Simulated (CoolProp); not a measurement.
Vapour-liquid equilibrium of CHF3 (R23) (1) + R134a (2) at 0.563 MPa; x and y are mole fractions of (1).

Values from CoolProp's multi-fluid Helmholtz-energy mixture model, Penoncello 2003 and Tillner-Roth 1994; pair parameters Bell 2016.

```
x     bubble temperature (K)  y at the bubble point  dew temperature at overall composition x (K)  liquid density (mol/L)
----  ----------------------  ---------------------  --------------------------------------------  ----------------------
0.05                   285.7                  0.214                                         291.1                   12.41
0.15                   273.6                  0.512                                         287.9                   13.13
0.25                   263.8                  0.691                                         284.4                   13.81
0.35                   255.9                  0.800                                         280.7                   14.46
0.45                   249.3                  0.869                                         276.5                   15.09
0.55                   243.8                  0.915                                         271.8                   15.72
0.65                   239.2                  0.946                                         266.3                   16.35
0.75                   235.2                  0.968                                         259.8                   16.97
0.85                   231.7                  0.984                                         251.3                   17.60
0.95                   228.6                  0.995                                         238.5                   18.22
```

No azeotrope shows between x = 0.05 and 0.95.

The pair parameters rest on a limited set of measurements; away from them the model extrapolates.
